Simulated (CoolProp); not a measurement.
Vapour pressure (kPa) of R1234ze(E): the reference equation beside estimates from Tc = 382.5 K, pc = 3635 kPa, ω = 0.313.

The numbers come from the reference Helmholtz-energy equation of state, Thol 2016 in CoolProp.

```
T (K)  reference  Lee-Kesler  Soave-Redlich-Kwong
-----  ---------  ----------  -------------------
298.9        [?]       513.4                  [?]
309.8      699.0       703.5                707.6
320.6      934.0       939.2                947.5
331.5       1227        1232                 1246
342.4       1584        1588                 1609
353.3       2014        2018                 2045
364.2       2529        2533                 2562
375.1       3144         [?]                 3167
```

**Question.** Some entries are withheld; supply them.

**Answer.** 
- 298.9, reference: 509.9
- 298.9, Soave-Redlich-Kwong: 514.8
- 375.1, Lee-Kesler: 3149

Absolute difference from the reference over all 8 rows, mean and median: Lee-Kesler 0.4 and 0.3 %, Soave-Redlich-Kwong 1.3 and 1.4 %.
